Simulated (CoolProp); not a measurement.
A simple Rankine cycle with water: condensing at 315.15 K, boiler at 5.49 MPa, turbine inlet 545 K, turbine efficiency 0.7, pump efficiency 0.6, no recuperator. Each further row changes one setting.

Model: reference Helmholtz-energy equation of state, Wagner 2002, in CoolProp.

```json
[
 {"case": "as stated", "thermal efficiency (%)": "24.7", "net work (kJ/kg)": "(withheld)", "heat in (kJ/kg)": "2610", "turbine exit temperature (K)": "315.1", "volume ratio over the turbine": "(withheld)"},
 {"case": "turbine inlet 565 K", "thermal efficiency (%)": "24.9", "net work (kJ/kg)": "671", "heat in (kJ/kg)": "2690", "turbine exit temperature (K)": "315.1", "volume ratio over the turbine": "379"},
 {"case": "condensing temperature 307.15 K", "thermal efficiency (%)": "25.6", "net work (kJ/kg)": "677", "heat in (kJ/kg)": "2650", "turbine exit temperature (K)": "307.1", "volume ratio over the turbine": "599"},
 {"case": "boiler pressure 3.84 MPa", "thermal efficiency (%)": "23.9", "net work (kJ/kg)": "645", "heat in (kJ/kg)": "2700", "turbine exit temperature (K)": "315.1", "volume ratio over the turbine": "267"},
 {"case": "turbine efficiency 0.6", "thermal efficiency (%)": "21.2", "net work (kJ/kg)": "(withheld)", "heat in (kJ/kg)": "2610", "turbine exit temperature (K)": "315.1", "volume ratio over the turbine": "420"}
]
```

**Question.** Fill in the missing entries.

**Answer.** 
- as stated, net work (kJ/kg): 647
- as stated, volume ratio over the turbine: 401
- turbine efficiency 0.6, net work (kJ/kg): 553

The expansion ends wet for: as stated; turbine inlet 565 K; condensing temperature 307.15 K; boiler pressure 3.84 MPa; turbine efficiency 0.6.
